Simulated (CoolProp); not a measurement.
Properties of n-perfluorohexane along the isotherm 302.5 K (Tc = 448.0 K, pc = 17.42 bar, ω = 0.497).

Computed with CoolProp (reference Helmholtz-energy equation of state, Gao 2022).

```tsv
p (bar)	phase	density (kg/m³)	cv (kJ/(kg K))	isothermal compressibility (1/MPa)
10.9	liquid	1668	0.8583	0.002815
21.8	liquid	1673	0.8583	0.002718
32.7	liquid	1678	0.8584	0.002630
43.5	liquid	1683	0.8584	0.002549
54.4	liquid	1687	0.8585	0.002473
65.3	liquid	1692	0.8586	0.002402
76.2	liquid	1696	0.8586	0.002336
87.1	liquid	1701	0.8587	0.002274
98	liquid	1705	0.8588	0.002216
109	liquid	1709	0.8589	0.002161
120	liquid	1713	0.8590	0.002109
131	liquid	1717	0.8591	0.002060
142	liquid	1721	0.8592	0.002014
152	liquid	1724	0.8593	0.001974
163	liquid	1728	0.8594	0.001932
174	liquid	1731	0.8595	0.001892
```
